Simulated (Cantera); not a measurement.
Mixture: CH4 : H2 : O2 : N2 = 1 : 0.036 : 2.84 : 7.11 (molar parts), equivalence ratio 0.71, at 210000 Pa, adiabatic and at constant pressure. Ignition delay is the time to a rise of 400 K.

Computed with Cantera and GRI-Mech 3.0 (53 species, 325 reactions).

**Question.** Predict: delay at 1100 K; delay at 1250 K; delay at 1400 K; delay at 1550 K; delay at 1700 K; apparent activation energy between 1550 and 1700 K.

**Answer.** 
```
Item                                                    Result
--------------------------------------------------  ----------
delay at 1100 K                                        32.2 ms
delay at 1250 K                                        5.08 ms
delay at 1400 K                                       0.946 ms
delay at 1550 K                                       0.232 ms
delay at 1700 K                                        76.0 µs
apparent activation energy between 1550 and 1700 K  160 kJ/mol
```
